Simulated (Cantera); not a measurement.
Input (Python, Cantera) and output of one run.

```python
import numpy as np
import cantera as ct

gas_names = """
    O B2O2 NH3 HBO2
""".split()
cond_names = """
    BN(s)
""".split()


# ... load() reads the species with a 1 bar reference pressure and builds the phases ...
species = {s.name: s for s in load("nasa_gas.yaml", gas_names) + load("nasa_condensed.yaml", cond_names)}
# Each term lists the table entries of one substance; the one whose range holds T is used.
reactions = {
    '2 O(g) + 2 B2O2(g) + NH3(g) = 3 HBO2(g) + BN':
        [(-2, ['O']), (-2, ['B2O2']), (-1, ['NH3']), (3, ['HBO2']), (1, ['BN(s)'])],
}


def pick(names, T):
    return next(species[n] for n in names if species[n].thermo.min_temp <= T <= species[n].thermo.max_temp)


results = []
for label, terms in reactions.items():
    print(label)
    print("     T/K   dH/kJ  dS/(J/K)   dG/kJ   log10 K")
    for T in [1800, 1825, 1850, 1875, 1900, 1925, 1950, 1975]:
        used = [(nu, pick(names, T)) for nu, names in terms]
        dH = sum(nu * s.thermo.h(T) for nu, s in used) / 1e6
        dS = sum(nu * s.thermo.s(T) for nu, s in used) / 1e3
        dG = dH - T * dS / 1e3
        logK = -dG * 1e6 / (ct.gas_constant * T * np.log(10))
        results.append((label, T, dH, dS, dG, logK, [s.name for _, s in used]))
        print(f"{T:8g} {dH:8.1f} {dS:8.1f} {dG:8.1f} {logK:8.2f}")
```

Result:

```
2 O(g) + 2 B2O2(g) + NH3(g) = 3 HBO2(g) + BN
     T/K   dH/kJ  dS/(J/K)   dG/kJ   log10 K
    1800  -1494.4   -303.2   -948.6    27.53
    1825  -1494.5   -303.3   -941.0    26.93
    1850  -1494.5   -303.3   -933.5    26.36
    1875  -1494.6   -303.3   -925.9    25.79
    1900  -1494.7   -303.4   -918.3    25.24
    1925  -1494.7   -303.4   -910.7    24.71
    1950  -1494.8   -303.4   -903.1    24.19
    1975  -1494.9   -303.5   -895.5    23.68
```

Cantera with NASA thermochemical tables; ideal gases at 1 bar, condensed phases pure. Condensed species are held in their standard states even where they would react or evaporate.
